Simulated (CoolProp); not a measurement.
Nitrous oxide along the isotherm 319.2 K: density (kg/m³) from the reference equation and from simpler models built on Tc = 309.5 K, pc = 7245 kPa, ω = 0.161; each cubic takes its own stable root.

Computed with CoolProp (reference Helmholtz-energy equation of state, Lemmon 2006). It is a short technical equation, of lower accuracy than the large ones.

```tsv
p (kPa)	phase	reference
34.4	gas	0.5713
58	gas	0.9643
97.9	gas	1.630
165	gas	2.756
279	gas	4.684
470	gas	7.958
794	gas	13.65
1340	gas	23.64
2260	gas	41.85
3820	gas	77.91
6440	gas	167.9
10900	supercritical	659.3
```

**Question.** How far does each simpler model (ideal gas, van der Waals, Soave-Redlich-Kwong, Peng-Robinson) lie from the reference over these 12 states: mean and median of the absolute difference, and the worst?

**Answer.** 
- ideal gas: mean 12.7 %, median 2.8 %, worst -72.6 % at 319.2 K and 10900 kPa
- van der Waals: mean 2.8 %, median 0.3 %, worst -24.7 % at 319.2 K and 10900 kPa
- Soave-Redlich-Kwong: mean 1.5 %, median 0.0 %, worst -16.0 % at 319.2 K and 10900 kPa
- Peng-Robinson: mean 1.3 %, median 0.3 %, worst -8.0 % at 319.2 K and 10900 kPa
